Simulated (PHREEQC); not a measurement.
Make-up at 20 °C: 16 mmol/kgw K2SiO3. Closed to the air; pH follows from the charge balance.

The numbers come from PHREEQC with the ion-association model, wateq4f.dat.

```yaml
pH: 12.24
ionic_strength: 0.0339 mol/kgw
total_alkalinity: 32.0 meq/kg
```

```tsv
species	molality	activity	log γ
K+	0.0320	0.0268	-0.076
OH-	0.0141	0.0118	-0.077
H3SiO4-	0.0140	0.0118	-0.075
H2SiO4-2	0.00192	0.00100	-0.281
H4SiO4	5.44e-5	5.49e-5	0.003
```

This is a speciation only: nothing precipitates in the calculation.
